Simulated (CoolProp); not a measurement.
Vapour-liquid equilibrium of CH2F2 (R32) (1) + R142b (2) at -48.55 °C; x and y are mole fractions of (1).

The numbers come from the multi-fluid Helmholtz-energy mixture model, Tillner-Roth 1997 and Lemmon 2006; pair parameters Bell 2016 in CoolProp.

Give the bubble pressure and the first vapour's composition at x = 0.05, 0.45, 0.65. Is there an azeotrope?

x = 0.05: 0.02203 MPa, y = 0.364; x = 0.45: 0.07428 MPa, y = 0.880; x = 0.65: 0.09156 MPa, y = 0.928. No azeotrope shows between x = 0.05 and 0.95.

The pair parameters rest on a limited set of measurements; away from them the model extrapolates.
